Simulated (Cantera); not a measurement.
Charge: 1 mol SiH2Cl2, 1.3 mol NH3, 23 mol H2, held at 1798 K and 1.00 bar.

Method: chemical equilibrium by Gibbs-energy minimisation in Cantera with the NASA 1993 tables (ideal gas, pure condensed phases). Mutual solubility and eutectic melting of coexisting phases are not modelled. The tables' values for SiCl3, SiCl are old estimates; treat these amounts as uncertain. Gases not in the tables: Si2H6 and higher silanes. Rates play no part.

```csv
species,before,after
H2,0.928,0.864
HCl,0.0534,0.0965
SiCl2,0.00953,0.0225
N2,0.00852,0.0155
SiCl4,1.23e-5,0.000102
SiCl3,0.000269,0.00119
SiHCl3,5.33e-5,0.000227
SiH2Cl2,4.19e-5,9.19e-5
Cl,1.49e-5,2.80e-5
SiH2,2.74e-5,1.71e-5
"Si(l), mol",0.102,0
"Si3N4(s), mol",0.209,0.113
```
Gas species are given as mole fractions.

Q: Name the change that produced these shifts.
A. SiH2Cl2 replaced by SiCl4
B. NH3 from 1.3 to 35 mol
C. temperature from 1798 K to 1998.15 K
D. temperature from 1798 K to 1025 K

A: A, SiH2Cl2 replaced by SiCl4
